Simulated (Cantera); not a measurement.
Input (Python, Cantera):

```python
import numpy as np
import cantera as ct

gas = ct.Solution("gri30.yaml")
gas.TPX = 1998, 500000, {'CH4': 1, 'H2O': 0.86}
reactor = ct.IdealGasConstPressureReactor(gas, energy="off", clone=False)
net = ct.ReactorNet([reactor])
net.rtol, net.atol = 1e-08, 1e-18
show = ['CH4', 'H2O', 'C2H', 'CO2', 'O']
times = np.geomspace(2e-06, 3, 11)

steps = ct.SolutionArray(gas, extra=["t"])
rows = []
print(f"{'t/s':>10s}{'T/K':>9s}{'P/Pa':>11s}" + "".join(f"{s:>11s}" for s in show))
for t in times:
    while net.time < t:
        t_next = net.step()
        steps.append(gas.state, t=t_next)
    rows.append([np.interp(t, steps.t, y) for y in (steps.T, steps.P, *steps(*show).X.T)])
    print(f"{t:10.3e}{rows[-1][0]:9.1f}{rows[-1][1]:11.4g}" + "".join(f"{x:11.3e}" for x in rows[-1][2:]))
rate = np.gradient(steps.T, steps.t)
print("integrator steps:", len(steps.t))
if steps.T.max() > steps.T[0] + 200:
    print(f"time of steepest temperature rise: {steps.t[rate.argmax()]:.4e} s")
gas.TPX = 1998, 500000, {'CH4': 1, 'H2O': 0.86}
gas.equilibrate("TP")
print(f"equilibrium (TP): T = {gas.T:.1f} K  " + "  ".join(f"{s} {gas[s].X[0]:.3e}" for s in show))
```

It prints:

```
       t/s      T/K       P/Pa        CH4        H2O        C2H        CO2          O
 2.000e-06   1998.0      5e+05  5.212e-01  4.599e-01  6.349e-10  9.838e-10  1.662e-08
 8.292e-06   1998.0      5e+05  4.442e-01  4.446e-01  1.398e-07  7.447e-07  3.768e-08
 3.438e-05   1998.0      5e+05  2.657e-01  3.843e-01  1.431e-06  2.955e-05  1.793e-08
 1.425e-04   1998.0      5e+05  1.205e-01  3.269e-01  2.395e-06  3.070e-04  9.810e-09
 5.908e-04   1998.0      5e+05  4.603e-02  2.770e-01  2.610e-06  2.024e-03  7.552e-09
 2.449e-03   1998.0      5e+05  2.646e-02  2.016e-01  2.001e-06  5.337e-03  5.909e-09
 1.016e-02   1998.0      5e+05  1.755e-02  1.020e-01  1.071e-06  5.017e-03  3.470e-09
 4.210e-02   1998.0      5e+05  9.928e-03  3.063e-02  4.771e-07  1.931e-03  1.227e-09
 1.745e-01   1998.0      5e+05  6.554e-03  3.101e-03  2.631e-07  2.106e-04  1.347e-10
 7.236e-01   1998.0      5e+05  6.153e-03  2.144e-05  2.397e-07  1.465e-06  1.076e-12
 3.000e+00   1998.0      5e+05  6.153e-03  1.899e-05  2.397e-07  1.298e-06  9.690e-13
integrator steps: 1876
equilibrium (TP): T = 1998.0 K  CH4 6.153e-03  H2O 1.934e-05  C2H 2.397e-07  CO2 1.322e-06  O 9.848e-13
```

Cantera simulation using GRI-Mech 3.0 (53 species, 325 reactions); the numbers are that mechanism's predictions, not measurements.
